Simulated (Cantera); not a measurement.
An isothermal, constant-pressure homogeneous reactor starts with 13.0 % H₂, 87.0 % O₂, equivalence ratio 0.075, at 1150 K and 10.00 Torr.

Detailed kinetics in Cantera: the H2/O2 subset of GRI-Mech 3.0, which has no nitrogen chemistry. Radical loss at walls, strong at low pressure, is not modelled. The temperature is held fixed by assumption; the heat of reaction is taken as removed at once.

One state of this run: x H₂ = 1.22e-7; x O₂ = 0.860; x H₂O₂ = 3.20e-9; x HO₂ = 1.09e-8; x O = 1.45e-6; x H = 4.84e-9. x: mole fraction; the columns are a selection and need not sum to one.

Task: Which value of t (s) does it belong to?
A. 0.00801
B. 6.54
C. 0.229
D. 0.700

Result: B, 6.54
